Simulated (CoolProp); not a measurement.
The numbers come from the reference Helmholtz-energy equation of state, Span 2000 in CoolProp.

Problem. For nitrogen, give the phase and the speed of sound (m/s), Joule-Thomson coefficient (K/MPa), expansivity (1/kK), conductivity (mW/(m K)) at 138.6 K and 28.9 bar; 138.6 K and 70 bar.

Solution. 
- 138.6 K and 28.9 bar: gas; speed of sound 214, Joule-Thomson coefficient 8.54, expansivity 17.5, conductivity 17.9
- 138.6 K and 70 bar: supercritical; speed of sound 297, Joule-Thomson coefficient 1.99, expansivity 30.7, conductivity 48.8

Thermal conductivity comes from a separate model (Lemmon 2004).
